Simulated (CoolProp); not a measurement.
R227EA at 298.15 K and 0.0293 MPa is throttled through a valve to 0.0102 MPa with no heat exchange. Each further row changes one setting.

Values from CoolProp's reference Helmholtz-energy equation of state, Lemmon 2016.

| case | temperature change (K) | final density (kg/m³) |
|---|---|---|
| as stated | -0.3 | 0.702 |
| outlet pressure 0.00306 MPa | ? | ? |
| outlet pressure 0.0133 MPa | -0.3 | ? |

### Question
Fill in the missing entries.

### Answer

- outlet pressure 0.00306 MPa, temperature change (K): -0.5
- outlet pressure 0.00306 MPa, final density (kg/m³): 0.210
- outlet pressure 0.0133 MPa, final density (kg/m³): 0.916
